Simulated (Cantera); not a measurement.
A closed system holds: 1 mol Fe2O3, 0.2 mol O2, 0.088 mol SO3, equilibrated at 90.0 mbar.

Equilibrium computed with Cantera from the NASA thermochemical tables; the gas is ideal and each condensed phase is pure. Candidate condensed phases: Fe, FeO, FeS, FeSO4, FeS2, Fe2O3, Fe2(SO4)3, Fe3O4, S; 12 gas species. Equilibrium is a limit: real reactors are often held back by kinetics, nucleation or transport.

log p: log10 of the partial pressure in bar; n: condensed amount in mol.

| T (K) | log p O2 | log p SO2 | log p SO3 | log p O | log p SO | n Fe2O3(s) | n Fe3O4(s) |
|---|---|---|---|---|---|---|---|
| 1123 | -1.18 | -1.67 | -2.56 | -8.95 | [?] | 1.00 | 0 |
| 1173 | -1.18 | -1.65 | -2.74 | -8.45 | [?] | 1.00 | 0 |
| 1223 | -1.18 | -1.64 | -2.90 | -7.98 | [?] | 1.00 | 0 |
| 1273 | -1.18 | -1.64 | -3.06 | -7.56 | [?] | 1.00 | 0 |
| 1323 | -1.18 | -1.63 | -3.20 | -7.17 | [?] | 1.00 | 0 |
| 1373 | -1.18 | -1.63 | -3.34 | -6.80 | [?] | 1.00 | 0 |
| 1423 | -1.18 | -1.63 | -3.46 | -6.46 | [?] | 1.00 | 0 |
| 1473 | -1.18 | -1.63 | -3.58 | -6.14 | [?] | 1.00 | 0 |
| 1523 | -1.18 | -1.63 | -3.69 | -5.85 | [?] | 1.00 | 0 |
| 1573 | -1.18 | -1.62 | -3.80 | -5.57 | [?] | 1.00 | 0 |
| 1623 | -1.13 | -1.80 | -4.05 | -5.29 | [?] | 0 | 0.667 |
| 1673 | -1.13 | -1.80 | -4.14 | -5.04 | [?] | 0 | 0.667 |

Question: Complete the blanks.

Answer: 
- 1123, log p SO: -11.06
- 1173, log p SO: -10.45
- 1223, log p SO: -9.89
- 1273, log p SO: -9.38
- 1323, log p SO: -8.90
- 1373, log p SO: -8.47
- 1423, log p SO: -8.06
- 1473, log p SO: -7.68
- 1523, log p SO: -7.33
- 1573, log p SO: -7.00
- 1623, log p SO: -6.89
- 1673, log p SO: -6.60
